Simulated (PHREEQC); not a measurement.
Dissolve 0.53 mol Na2SO4, 0.043 mol Na2B4O7 and 0.33 mol KBr per kg of water at 25 °C. Closed to the air; pH follows from the charge balance.

Equilibrium calculation in PHREEQC: Pitzer model, pitzer.dat.

Each row changes one thing in this solution. No solid was allowed to form.

| case | pH | B(OH)4- (mol/kgw) | B(OH)3 (mol/kgw) | B4O5(OH)4-2 (mol/kgw) | B3O3(OH)4- (mol/kgw) | HSO4- (mol/kgw) | SI of Borax (Na2(B4O5(OH)4):8H2O) | SI of Mirabilite (Na2SO4:10H2O) |
|---|---|---|---|---|---|---|---|---|
| as made | 9.02 | 0.0587 | 0.0505 | 0.00947 | 0.00829 | 4.88e-9 | -0.62 | -0.93 |
| Na2SO4 from 0.53 to 0.477 mol/kgw | 9.03 | 0.0588 | 0.0505 | 0.00937 | 0.00840 | 4.53e-9 | (withheld) | -1.01 |
| Na2B4O7 from 0.043 to 0.086 mol/kgw | 9.07 | 0.0851 | 0.0652 | 0.0335 | 0.0199 | 4.24e-9 | -0.07 | -0.91 |
| Na2SO4 from 0.53 to 1.06 mol/kgw | 8.95 | 0.0579 | 0.0505 | 0.0104 | 0.00735 | 7.77e-9 | -0.49 | -0.43 |
| diluted 5-fold with water | (withheld) | 0.0168 | 0.0166 | 4.84e-5 | 0.000271 | 2.30e-9 | -3.27 | -2.20 |

Q: Complete the blanks.

A: 
- Na2SO4 from 0.53 to 0.477 mol/kgw, SI of Borax (Na2(B4O5(OH)4):8H2O): -0.64
- diluted 5-fold with water, pH: 9.05

Species that the database lacks are ignored. In brines, pH and single-ion activities rest on the MacInnes convention.
